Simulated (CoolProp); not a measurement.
The numbers come from the reference Helmholtz-energy equation of state, Zhou 2012 in CoolProp.

**Question.** Give the vapour pressure (kPa), liquid density (kg/m³), vapour viscosity (µPa s), liquid conductivity (mW/(m K)) of saturated o-xylene at 469.3, 471.6, 473.8 K.

**Answer.** 
```json
[
 {"T (K)": "469.3", "p (kPa)": "336", "liquid density (kg/m³)": "716", "vapour viscosity (µPa s)": "10.2", "liquid conductivity (mW/(m K))": "89.5"},
 {"T (K)": "471.6", "p (kPa)": "351", "liquid density (kg/m³)": "713", "vapour viscosity (µPa s)": "10.2", "liquid conductivity (mW/(m K))": "89.0"},
 {"T (K)": "473.8", "p (kPa)": "367", "liquid density (kg/m³)": "711", "vapour viscosity (µPa s)": "10.3", "liquid conductivity (mW/(m K))": "88.6"}
]
```

Viscosity comes from a separate model (Cao 2016). Thermal conductivity comes from a separate model (Mylona 2014).
